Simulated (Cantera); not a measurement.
A closed system holds: 1 mol Si2H6, 0.4 mol O2, 0.18 mol H2O, held at 0.000630 bar.

Equilibrium computed with Cantera from the NASA thermochemical tables; the gas is ideal and each condensed phase is pure. Candidate condensed phases: H2O, Si, SiO2; 18 gas species. The feed counts by its element totals alone. Mutual solubility and eutectic melting of coexisting phases are not modelled. The tables hold silica as quartz up to 1696 K and as liquid above; real silica turns to tridymite and cristobalite and melts near 1996 K. Gases not in the tables: Si2H6 and higher silanes. Equilibrium is a limit: real reactors are often held back by kinetics, nucleation or transport.

Question: What share of the Si ends up in condensed phases as a function of T (°C), at 575, 725, 875, 1025, 1175, 1325, 1475?

Answer: 
```
T (°C)  Si condensed (%)                      as
------  ----------------  ----------------------
575                100.0  Si(s) + SiO2(β-quartz)
725                100.0  Si(s) + SiO2(β-quartz)
875                100.0  Si(s) + SiO2(β-quartz)
1025                98.1  Si(s) + SiO2(β-quartz)
1175                51.0                   Si(s)
1325                51.0                   Si(s)
1475                50.5                   Si(l)
```
